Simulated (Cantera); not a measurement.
Cantera run:

```python
import numpy as np
import cantera as ct

gas_names = """
    H H2 Si SiH SiH2 SiH3 SiH4 Si2 Si3
""".split()
cond_names = """
    Si(cr) Si(L)
""".split()


def load(file, names, dense=False):
    # The tables refer to 1 bar. Condensed volumes are neglected.
    table = {s.name: s for s in ct.Species.list_from_file(file)}
    out = []
    for n in names:
        d = dict(table[n].input_data)
        d["thermo"] = dict(d["thermo"], **{"reference-pressure": 1e5})
        if dense:
            d["equation-of-state"] = {"model": "constant-volume", "density": "1e6 g/cm^3"}
        out.append(ct.Species.from_dict(d))
    return out


gas = ct.Solution(thermo="ideal-gas", species=load("nasa_gas.yaml", gas_names))
cond = {s.name: ct.Solution(thermo="fixed-stoichiometry", species=[s], name=s.name)
        for s in load("nasa_condensed.yaml", cond_names, dense=True)}
atoms = {
    'SiH4': {'Si': 1, 'H': 4},
    'H2': {'H': 2},
}
top_T = {}  # K; cautious upper limits of use, not melting points


def equilibrate(T, P, feed):
    n = {}
    for name, mol in feed.items():
        for a, k in atoms[name].items():
            n[a] = n.get(a, 0.0) + k * mol
    gas.TPX = T, P, n
    mass = sum(n.values()) * gas.mean_molecular_weight
    gas.equilibrate("TP")
    valid = [c for c in cond.values() if c.min_temp <= T <= top_T.get(c.name, c.max_temp)]
    mix = ct.Mixture([(gas, mass / gas.mean_molecular_weight)] + [(c, 0.0) for c in valid])
    mix.T, mix.P = T, P
    mix.equilibrate("TP", solver="vcs", rtol=1e-11, max_steps=5000)
    return mix


results = []
feed = {'SiH4': 1, 'H2': 4.3}  # mol
T = 1298.15  # K
P = 10000  # Pa
mix = equilibrate(T, P, feed)
results.append((T, P, feed, dict(zip(mix.species_names, mix.species_moles))))
x = sorted(zip(gas.X, gas.species_names), reverse=True)
print(f"T = {T:g} K  P = {P:g} Pa  gas = {mix.phase_moles(0):.4g} mol")
print("   x: " + "  ".join(f"{s} {v:.3e}" for v, s in x if v > 0.001))
print("   condensed (mol): " + ("  ".join(f"{mix.phase(i).name} {mix.phase_moles(i):.4g}"
      for i in range(1, mix.n_phases) if mix.phase_moles(i) > 1e-12) or "none"))
```

Result:

```
T = 1298.15 K  P = 10000 Pa  gas = 6.3 mol
   x: H2 1.000e+00
   condensed (mol): Si(cr) 1
```

Equilibrium computed with Cantera from the NASA thermochemical tables; the gas is ideal and each condensed phase is pure.
